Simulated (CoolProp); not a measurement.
C3F8 (R218) at 298.15 K and 12.4 MPa is throttled through a valve to 8.57 MPa with no heat exchange. Each further row changes one setting.

Computed with CoolProp (reference Helmholtz-energy equation of state, Lemmon 2006). It is a short technical equation, of lower accuracy than the large ones.

```tsv
case	temperature change (K)	final density (kg/m³)
as stated	___	1410
outlet pressure 2.57 MPa	___	1350
outlet pressure 11.1 MPa	___	1440
```

### Question
Complete the blanks.

### Answer

- as stated, temperature change (K): +0.5
- outlet pressure 2.57 MPa, temperature change (K): +0.4
- outlet pressure 11.1 MPa, temperature change (K): +0.2
